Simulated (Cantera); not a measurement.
# Premixed flame

A freely propagating, adiabatic, planar premixed flame of CH₄ : H₂ : O₂ : N₂ = 1 : 1.4 : 2.25 : 8.46 (molar parts), equivalence ratio 1.2, unburnt at 475 K and 975 Torr; mixture-averaged transport, grid criteria slope 0.08 and curve 0.16, no radiation.

Computed with Cantera and GRI-Mech 3.0 (53 species, 325 reactions). Burning velocities carry a grid error of a few per cent, more on coarse grids.

| z (mm) | T (K) | u (m/s) | x CH₄ | x H₂ | x O₂ | x O | x NO₂ | x CO |
|---|---|---|---|---|---|---|---|---|
| -0.654 | 475 | 1.43 | 0.0763 | 0.106 | 0.172 | <1e-8 | <1e-8 | 2.07e-7 |
| -0.436 | 476 | 1.43 | 0.0764 | 0.105 | 0.172 | <1e-8 | <1e-8 | 4.91e-6 |
| -0.327 | 481 | 1.44 | 0.0766 | 0.102 | 0.172 | 1.89e-8 | <1e-8 | 3.40e-5 |
| -0.218 | 526 | 1.56 | 0.0757 | 0.0951 | 0.172 | 3.56e-7 | 1.87e-8 | 0.000547 |
| -0.109 | 918 | 2.73 | 0.0605 | 0.0803 | 0.149 | 3.40e-5 | 2.24e-8 | 0.00962 |
| -0.0545 | 1349 | 4.03 | 0.0371 | 0.0715 | 0.111 | 0.000247 | <1e-8 | 0.0257 |
| 0 | 1751 | 5.28 | 0.0114 | 0.0607 | 0.0618 | 0.000977 | <1e-8 | 0.0453 |
| 0.0545 | 1945 | 5.89 | 0.00151 | 0.0486 | 0.0285 | 0.00212 | <1e-8 | 0.0520 |
| 0.109 | 2005 | 6.06 | 0.000119 | 0.0412 | 0.0145 | 0.00283 | <1e-8 | 0.0485 |
| 0.218 | 2050 | 6.17 | 6.85e-7 | 0.0384 | 0.00757 | 0.00285 | <1e-8 | 0.0416 |
| 0.436 | 2104 | 6.30 | <1e-8 | 0.0383 | 0.00537 | 0.00226 | <1e-8 | 0.0375 |
| 0.872 | 2167 | 6.47 | <1e-8 | 0.0373 | 0.00378 | 0.00153 | <1e-8 | 0.0366 |
| 1.74 | 2229 | 6.62 | <1e-8 | 0.0358 | 0.00227 | 0.000864 | <1e-8 | 0.0361 |
x: mole fraction of selected species; z is measured from the peak of heat release.

The laminar burning velocity is 143 cm/s, the thermal thickness is 0.218 mm and the peak x(O) is 0.00296. The peak x(CO) comes out as 0.0521 and the grid points comes out as 151.
